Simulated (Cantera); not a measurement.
## Low-pressure radical oxidation in H2/O2

An isothermal, constant-pressure homogeneous reactor starts with 3.66 % H2, 96.3 % O2, equivalence ratio 0.019, at 998 K and 1330 Pa.

Cantera simulation using the H2/O2 subset of GRI-Mech 3.0, which has no nitrogen chemistry; the numbers are that mechanism's predictions, not measurements. Radical loss at walls, strong at low pressure, is not modelled. The temperature is held fixed by assumption; the heat of reaction is taken as removed at once.

```tsv
t (s)	x H2	x O2	x H	x HO2	x H2O2
5.00e-6	0.0366	0.963	1.59e-12	1.62e-12	<1e-12
1.28e-5	0.0366	0.963	3.96e-12	4.14e-12	<1e-12
3.27e-5	0.0366	0.963	9.49e-12	1.06e-11	<1e-12
8.36e-5	0.0366	0.963	2.15e-11	2.72e-11	<1e-12
0.000214	0.0366	0.963	4.84e-11	6.98e-11	<1e-12
0.000547	0.0366	0.963	1.48e-10	1.81e-10	<1e-12
0.00140	0.0366	0.963	1.34e-9	5.04e-10	<1e-12
0.00358	0.0366	0.963	2.74e-7	1.26e-8	2.48e-12
0.00914	0.00939	0.947	0.00823	6.55e-6	2.81e-7
0.0234	0.000389	0.951	0.00243	5.09e-6	7.44e-8
0.0598	0.000103	0.959	0.000349	3.28e-6	6.74e-8
0.153	1.90e-5	0.962	2.85e-5	1.51e-6	5.60e-8
0.391	2.98e-6	0.963	1.95e-6	5.10e-7	3.70e-8
1.00	4.92e-7	0.963	1.51e-7	1.42e-7	1.93e-8
```
x: mole fraction; the columns are a selection and need not sum to one.

Equilibrium at this temperature and pressure: H2 2.73e-11, O2 0.963, H <1e-12, HO2 5.86e-10, H2O2 1.16e-11 (gas phase only).
